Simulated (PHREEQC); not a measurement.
Make-up at 25 °C: 0.0013 mol HF, 3.9e-05 mol KH2PO4 and 4.1e-05 mol (NH4)2SiF6 per kg of water. Closed to the air; pH follows from the charge balance.

Equilibrium calculation in PHREEQC: ion-association model, phreeqc.dat.

This is a speciation only: nothing precipitates in the calculation.

Task: What pH, specific conductance, ionic strength does the model give?

Result: pH 3.17; specific conductance 288 µS/cm; ionic strength 0.000817 mol/kgw.

Task: In which forms is P present?

Result: H2PO4- 91 %, H3PO4 8.8 % of the P.

Complexes and solids missing from the database can't appear. SiF6-2 is the database's only silicon fluoride.
